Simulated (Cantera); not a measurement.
A Cantera script and what it prints.

```python
import numpy as np
import cantera as ct

gas_names = """
    CL CL2 H HCL H2 Si SiCL SiCL2 SiCL3 SiCL4 SiH SiHCL3 SiH2 SiH2CL2 SiH3 SiH3CL SiH4 Si2 Si3
""".split()
cond_names = """
    Si(cr) Si(L)
""".split()


# ... load() reads the species with a 1 bar reference pressure and builds the phases ...
atoms = {
    'SiH2Cl2': {'Si': 1, 'H': 2, 'CL': 2},
    'H2': {'H': 2},
    'HCl': {'H': 1, 'CL': 1},
}
top_T = {}  # K; cautious upper limits of use, not melting points


# ... equilibrate(T, P, feed) seeds the gas with the atoms and calls Mixture.equilibrate('TP', solver="vcs", rtol=1e-11, max_steps=5000) ...
results = []
feed = {'SiH2Cl2': 1, 'H2': 2.6, 'HCl': 0.038}  # mol
P = 133.322  # Pa
for T in [1325, 1475, 1625, 1775, 1925, 2075, 2225, 2375, 2525]:
    mix = equilibrate(T, P, feed)
    results.append((T, P, feed, dict(zip(mix.species_names, mix.species_moles))))

top = {s: max(r[3][s] / sum(r[3][g] for g in gas_names) for r in results) for s in gas_names}
cols = sorted((s for s in top if top[s] > 1e-06), key=lambda s: -top[s])[:5]
seen = [c for c in cond_names if any(r[3].get(c, 0) > 1e-12 for r in results)]
print("log10 of partial pressures in bar; condensed amounts in mol")
print(f"{'T/K':>10s}" + "".join(f"{s[:9]:>10s}" for s in cols + seen))
for T, P, feed, n in results:
    ng = sum(n[g] for g in gas_names)
    print(f"{T:10.4g}" + "".join(f"{np.log10(max(n[s] / ng * P / 1e5, 1e-99)):10.3f}" for s in cols)
          + "".join(f"{n.get(c, 0):10.4g}" for c in seen))
```

It prints:

```
log10 of partial pressures in bar; condensed amounts in mol
       T/K        H2         H       HCL        CL     SiCL2    Si(cr)     Si(L)
      1325    -3.030    -7.302    -3.638    -7.986    -3.809    0.4109         0
      1475    -3.032    -6.403    -3.645    -7.108    -3.760    0.3819         0
      1625    -3.032    -5.667    -3.660    -6.399    -3.743    0.3642         0
      1775    -3.037    -5.057    -3.649    -5.783    -3.754         0    0.3671
      1925    -3.056    -4.547    -3.633    -5.248    -3.791         0    0.3329
      2075    -3.112    -4.131    -3.660    -4.810    -3.875         0         0
      2225    -3.207    -3.792    -3.570    -4.295    -4.173         0         0
      2375    -3.334    -3.518    -3.608    -3.937    -4.687         0         0
      2525    -3.506    -3.305    -3.784    -3.735    -5.438         0         0
```

Cantera equilibrium calculation (NASA polynomials, part measured and part estimated; ideal gas, pure solids and liquids). The tables' values for SiCl, SiCl3 are old estimates; treat these amounts as uncertain. Gases not in the tables: Si2H6 and higher silanes.
